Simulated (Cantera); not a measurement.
Input: 1 mol Si, 4.5 mol HBr, 0.88 mol N2, held at 502 °C and 3.68 Torr.

Equilibrium computed with Cantera from the NASA thermochemical tables; the gas is ideal and each condensed phase is pure. Candidate condensed phases: Br2, Si, Si3N4; 28 gas species. N2 is the only nitrogen source here; it is nearly inert below about 1500 K, so the nitride shown seldom forms there in practice. The numbers say what is thermodynamically allowed, not how fast it happens.

Base state: HBr 0.606, H2 0.189, N2 0.110, SiBr4 0.0947, SiHBr3 1.05e-5 (mole fractions); condensed: Si3N4(s).

**Question.** What changes in the equilibrium state with this change: temperature from 502 °C to 1252 °C?

**Answer.** 
| species | before | after |
|---|---|---|
| HBr | 0.606 | 0.421 |
| H2 | 0.189 | 0.204 |
| SiBr2 | 1.59e-9 | 0.176 |
| SiBr4 | 0.0947 | 0.00287 |
| Br | 3.86e-7 | 0.0288 |
| N2 | 0.110 | 0.162 |
| H | <1e-9 | 0.000153 |
| SiBr | <1e-9 | 4.82e-5 |
| SiBr3 | 2.56e-7 | 0.00539 |
| Br2 | 2.04e-8 | 3.50e-5 |
| SiHBr3 | 1.05e-5 | 9.88e-5 |
| Si3N4(s), mol | 0.189 | 0 |
The tables' values for SiBr3, SiBr are old estimates; treat these amounts as uncertain.
